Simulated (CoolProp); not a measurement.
Vapour-liquid equilibrium of isopentane (1) + R365MFC (2) at 411 K; x and y are mole fractions of (1).

The numbers come from the multi-fluid Helmholtz-energy mixture model, Lemmon 2006 and Lemmon 2016; pair parameters Bell 2016 in CoolProp.

```csv
x,"bubble pressure, mixture model (MPa)","bubble pressure, Raoult's law (MPa)","y, mixture model","y, Raoult's law"
0.05,1.433,1.348,0.090,0.056
0.125,1.552,1.361,0.198,0.139
0.2,1.649,1.374,0.284,0.220
0.275,1.724,1.387,0.355,0.300
0.35,1.781,1.400,0.417,0.378
0.425,1.821,1.413,0.473,0.455
0.5,1.845,1.426,0.526,0.530
0.575,1.854,1.439,0.577,0.605
0.65,1.847,1.452,0.629,0.677
0.725,1.823,1.465,0.685,0.749
0.8,1.779,1.478,0.747,0.819
0.875,1.710,1.491,0.821,0.888
0.95,1.606,1.504,0.917,0.955
```

The largest gap from Raoult's law is +29.4 % in bubble pressure, at x = 0.5. y crosses x between x = 0.575 and 0.65: the model has an azeotrope there.

Pair parameters are fitted to limited data, so mixtures are less certain than the pure fluids.
